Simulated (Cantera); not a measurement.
Charge: 1 mol SiH2Cl2, 11 mol NH3, 95 mol H2, equilibrated at 1198 K and 0.0120 bar.

These are equilibrium values from Cantera (NASA tables, ideal gas, pure condensed phases), not measurements of a reactor. Candidate condensed phases: NH4Cl, Si, Si3N4; 28 gas species. Kinetics and transport are ignored.

What is the equilibrium state?


```json
{
 "x(H2)": "0.942",
 "x(N2)": "0.0408",
 "x(HCl)": "0.0169",
 "x(H)": "1.68e-6",
 "x(SiCl2)": "1.03e-6",
 "n(Si3N4(s))": "0.333 mol",
 "gas_amount": "118.3 mol",
 "log10 activity of Si(s) (absent)": "-2.84"
}
```
